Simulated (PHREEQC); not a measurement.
PHREEQC input (ion-association model, phreeqc.dat):

```
SOLUTION_SPECIES
  CO3-2 + 10 H+ + 8 e- = CH4 + 3 H2O  # shut off: no methane
    -log_k -100
    -delta_h 0
    -analytic -100
SOLUTION 1
  temp 25
  units mol/kgw
  pH 7 charge
  Cl 0.018
  Na 0.018
END
SELECTED_OUTPUT 1
  -reset false
  -pH true
  -pe true
  -ionic_strength true
  -water true
  -totals C Cl Na C(-4) C(4) Mtg
  -molalities H+ Na+ Cl- CO3-2 OH- HCO3- CO2 (CO2)2 NaOH NaCO3-
    NaHCO3
  -saturation_indices Halite
USER_PUNCH 1
  -headings p_CO2(g) phi_CO2(g) p_Mtg(g) phi_Mtg(g) p_H2O(g) phi_H2O(g) density
  10 PUNCH PR_P("CO2(g)"), PR_PHI("CO2(g)"), PR_P("Mtg(g)"), PR_PHI("Mtg(g)"), PR_P("H2O(g)"), PR_PHI("H2O(g)"), RHO
PRINT
  -reset false
USE solution 1
REACTION_TEMPERATURE 1
  10
GAS_PHASE 1
  -fixed_pressure
  -pressure 5
  -temperature 10
  -volume 20
  CO2(g) 1.75
  Mtg(g) 3.25
  H2O(g) 0
END
# ... the last block is repeated for the other 8 points of T (°C)
```

Selected output (columns that matter, 9 of 9 rows; T (°C) added in front):

```
T (°C)	pH	mu	C	Cl	Na	Mtg	si_Halite	p_CO2(g)	phi_CO2(g)	p_Mtg(g)	phi_Mtg(g)	p_H2O(g)	phi_H2O(g)	density
10	3.7559	0.018198	0.087193	0.018004	0.018004	0.0075474	-5.1605	1.6828	0.96934	3.3045	0.98719	0.012703	0.9681	1.0015
20	3.7819	0.01819	0.06419	0.018007	0.018007	0.0056794	-5.1706	1.6941	0.97229	3.2819	0.98857	0.02398	0.9706	0.99969
30	3.8127	0.018183	0.049242	0.018011	0.018011	0.0045734	-5.1802	1.6975	0.97488	3.2593	0.98981	0.043233	0.97273	0.99696
40	3.8476	0.018178	0.039107	0.018019	0.018019	0.0038876	-5.1895	1.6935	0.97714	3.2317	0.99094	0.074779	0.97446	0.99341
50	3.8858	0.018177	0.031953	0.018031	0.018031	0.0034482	-5.1982	1.6812	0.97912	3.1942	0.99198	0.12458	0.97577	0.98915
60	3.9271	0.018183	0.026701	0.01805	0.01805	0.003159	-5.2065	1.6586	0.98085	3.1408	0.99297	0.20062	0.97661	0.98426
70	3.9717	0.018198	0.022682	0.018078	0.018078	0.0029613	-5.2141	1.6224	0.98234	3.0644	0.99395	0.31321	0.97697	0.9788
80	4.0198	0.018226	0.019463	0.018119	0.018119	0.0028145	-5.221	1.5685	0.98366	2.9562	0.99498	0.47538	0.97681	0.9728
90	4.0724	0.018276	0.016746	0.01818	0.01818	0.0026863	-5.2269	1.4913	0.98488	2.8056	0.99615	0.70311	0.97614	0.9663
```

Complexes and solids missing from the database can't appear. Constants without temperature data keep their 25 °C values here.
